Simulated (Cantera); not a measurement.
A closed system holds: 1 mol Ti(OiPr)4, a varied amount of H2, held at 927 °C and 1.00 bar.

These are equilibrium values from Cantera (NASA tables, ideal gas, pure condensed phases), not measurements of a reactor. Candidate condensed phases: C, C6H6, C7H8, C8H18, H2O, Ti, TiC, TiO, TiO2, Ti2O3, Ti3O5, Ti4O7; 113 gas species. The feed counts by its element totals alone. Condensed phases not in the tables: Magnéli phases beyond Ti4O7. Equilibrium is a limit: real reactors are often held back by kinetics, nucleation or transport.

log p: log10 of the partial pressure in bar; n: condensed amount in mol.

| n(H2) (mol) | log p H2 | log p CO | log p CH4 | log p H2O | log p CO2 | log p C2H4 | n C(graphite) | n TiO2(rutile) | n Ti4O7(s) |
|---|---|---|---|---|---|---|---|---|---|
| 5.2 | -0.05 | -1.03 | -1.90 | -2.67 | -3.78 | -6.00 | 9.79 | 1.00 | 0 |
| 7.3 | -0.05 | -1.07 | -1.89 | -2.70 | (withheld) | -5.99 | 9.75 | 1.00 | 0 |
| 10 | -0.04 | -1.12 | -1.88 | -2.75 | -3.96 | -5.99 | 9.71 | 1.00 | 0 |
| 15 | -0.04 | -1.20 | -1.87 | -2.82 | -4.11 | -5.97 | 9.64 | 1.00 | 0 |
| 21 | -0.03 | -1.27 | -1.86 | -2.89 | -4.27 | -5.96 | 9.55 | 1.00 | 0 |
| 29 | -0.03 | -1.36 | -1.85 | -2.97 | -4.44 | -5.96 | 9.43 | 1.00 | 0 |
| 42 | -0.02 | -1.42 | -1.85 | -3.03 | -4.56 | -5.95 | 8.99 | 0 | 0.250 |
| 59 | -0.02 | (withheld) | -1.84 | (withheld) | (withheld) | -5.94 | 8.74 | 0 | 0.250 |
| 83 | -0.02 | -1.65 | -1.83 | -3.25 | -5.02 | -5.94 | 8.38 | 0 | 0.250 |
| 120 | -0.01 | -1.79 | -1.83 | -3.39 | -5.30 | -5.93 | 7.82 | 0 | 0.250 |
| 170 | -0.01 | -1.92 | -1.83 | -3.52 | -5.57 | -5.93 | 7.06 | 0 | 0.250 |

Q: What belongs in the gaps?

A: 
- 59, log p CO: -1.53
- 59, log p H2O: -3.13
- 59, log p CO2: -4.78
- 7.3, log p CO2: -3.87
